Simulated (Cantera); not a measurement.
Feed: 1 mol SiCl4, 1.9 mol HCl, 1.9 mol H2, at 1900000 Pa.

These are equilibrium values from Cantera (NASA tables, ideal gas, pure condensed phases), not measurements of a reactor. Candidate condensed phases: Si; 19 gas species. The tables' values for SiCl3 are old estimates; treat these amounts as uncertain. Rates play no part. All values below are at 1473 K.

Base state: HCl 0.418, H2 0.375, SiCl4 0.185, SiHCl3 0.0156, SiCl3 0.00611, SiCl2 0.000691, SiH2Cl2 0.000206 (mole fractions); condensed: gas only.

**Question.** What changes in the equilibrium state with this change: 0.033 mol HF added?

**Answer.** 
```json
[
 {"species": "HCl", "before": "0.418", "after": "0.420"},
 {"species": "H2", "before": "0.375", "after": "0.372"},
 {"species": "SiCl4", "before": "0.185", "after": "0.183"},
 {"species": "SiHCl3", "before": "0.0156", "after": "0.0152"},
 {"species": "SiF4", "before": "0", "after": "0.00126"},
 {"species": "HF", "before": "0", "after": "0.00116"},
 {"species": "SiHF3", "before": "0", "after": "0.000162"},
 {"species": "SiF3", "before": "0", "after": "3.40e-5"},
 {"species": "SiH2Cl2", "before": "0.000206", "after": "0.000198"}
]
```
The tables' values for SiCl3, SiF3 are old estimates; treat these amounts as uncertain.
